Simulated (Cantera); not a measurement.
A perfectly stirred reactor is fed with 3.02 % CH4, 1.21 % C2H6, 0.154 % C3H8, 20.1 % O2, 75.5 % N2, equivalence ratio 0.55, at 1.60 bar; it is adiabatic with a 400 K inlet, and is followed from long to short residence time, starting on the burning branch (τ in s: 0.23, 0.094, 0.038, 0.016, 0.0063, 0.0026, 0.001, 0.00042, 0.00017, 6.9e-05, 2.8e-05).

Model: GRI-Mech 3.0 (53 species, 325 reactions), integrated in Cantera.

Predict: blow-out, bracketed by the residence times tried; x(CH4) at τ = 0.230 s; x(C2H6) at τ = 0.230 s; x(C3H8) at τ = 0.230 s; x(HCO) at τ = 0.230 s; x(CH4) at τ = 2.60 ms; x(C2H6) at τ = 2.60 ms; x(C3H8) at τ = 2.60 ms; x(HCO) at τ = 2.60 ms; x(C2H) at τ = 2.60 ms.


```json
{
 "blow_out_bracketed_by_the_residence_times_tried": "burning at 0.420 ms, out at 0.170 ms",
 "x(CH4) at τ = 0.230 s": "4.20e-6",
 "x(C2H6) at τ = 0.230 s": "4.06e-7",
 "x(C3H8) at τ = 0.230 s": "5.13e-8",
 "x(HCO) at τ = 0.230 s": "3.61e-9",
 "x(CH4) at τ = 2.60 ms": "8.08e-5",
 "x(C2H6) at τ = 2.60 ms": "8.36e-6",
 "x(C3H8) at τ = 2.60 ms": "1.10e-6",
 "x(HCO) at τ = 2.60 ms": "3.85e-7",
 "x(C2H) at τ = 2.60 ms": "1.99e-9"
}
```
